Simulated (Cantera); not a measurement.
Equilibrium for boron, boron nitride and boron oxide: B2O3 + H2

Input: 1 mol B2O3, 27 mol H2, held at 1675 °C and 1.50 mbar.

Cantera equilibrium calculation (NASA polynomials, part measured and part estimated; ideal gas, pure solids and liquids). Candidate condensed phases: B, B2O3, B3O3H3, H2O; 23 gas species. The numbers say what is thermodynamically allowed, not how fast it happens.

```json
{
 "x(H2)": "0.908",
 "x(H)": "0.0278",
 "x(HBO2)": "0.0211",
 "x(HBO)": "0.0191",
 "x(B2O3)": "0.00924",
 "x(BO)": "0.00895",
 "x(H2O)": "0.00463",
 "x(B2O2)": "0.00119",
 "x(BO2)": "7.08e-5",
 "gas_amount": "28.53 mol",
 "log10 activity of B(s) (absent)": "-3.58",
 "log10 activity of B3O3H3(s) (absent)": "-17.22"
}
```
